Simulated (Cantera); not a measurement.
An adiabatic, constant-volume homogeneous reactor starts with CH3OH : O2 : N2 = 1 : 2.94 : 11.1 (molar parts), equivalence ratio 0.51, at 1450 K and 750 Torr. Integrator tolerance rtol = 1e-08.

Detailed kinetics in Cantera: GRI-Mech 3.0 (53 species, 325 reactions). GRI-Mech 3.0 was tuned for natural gas; its chemistry of methanol as a main component is partial and can be far from experiment.

**Question.** What does this change do: initial temperature 1450 to 1100 K?

**Answer.** 
```tsv
quantity	before	after
time of steepest temperature rise	0.421 ms	65.8 ms
temperature at 5.00 s	2589 K	2404 K
equilibrium temperature	2589 K	2404 K
x(CH3OH) at 5.00 s	<1e-12 (gas-phase equilibrium <1e-12)	<1e-12 (gas-phase equilibrium <1e-12)
x(O2) at 5.00 s	0.0835 (gas-phase equilibrium 0.0835)	0.0857 (gas-phase equilibrium 0.0857)
x(H2O) at 5.00 s	0.117 (gas-phase equilibrium 0.117)	0.123 (gas-phase equilibrium 0.123)
x(CH2O) at 5.00 s	1.65e-11 (gas-phase equilibrium 1.65e-11)	2.83e-12 (gas-phase equilibrium 2.83e-12)
x(HCN) at 5.00 s	3.17e-11 (gas-phase equilibrium 3.17e-11)	3.26e-12 (gas-phase equilibrium 3.26e-12)
x(N2O) at 5.00 s	1.14e-6 (gas-phase equilibrium 1.14e-6)	9.25e-7 (gas-phase equilibrium 9.25e-7)
x(NO) at 5.00 s	0.0159 (gas-phase equilibrium 0.0159)	0.0117 (gas-phase equilibrium 0.0117)
```
